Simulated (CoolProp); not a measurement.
50 sccm (0 °C, 1 atm) of nitrogen bubbles through liquid n-perfluorohexane at 296.8 K and leaves saturated at a total pressure of 0.15 MPa (ideal gas phase). Each further row changes one setting.

Model: reference Helmholtz-energy equation of state, Gao 2022, in CoolProp.

| case | vapour pressure (kPa) | mole fraction of vapour | delivery (mg/min) | delivery (sccm) | change of delivery for a bath 1 K warmer (%) |
|---|---|---|---|---|---|
| as stated | 27.7 | ___ | 171 | 11.3 | ___ |
| bath temperature 301.8 K | 34.4 | 0.229 | 225 | 14.9 | ___ |
| total pressure 0.3 MPa | 27.7 | 0.0924 | ___ | 5.09 | ___ |

What belongs in the gaps?


- as stated, mole fraction of vapour: 0.185
- as stated, change of delivery for a bath 1 K warmer (%): 5.6
- bath temperature 301.8 K, change of delivery for a bath 1 K warmer (%): 5.7
- total pressure 0.3 MPa, delivery (mg/min): 76.8
- total pressure 0.3 MPa, change of delivery for a bath 1 K warmer (%): 5.0
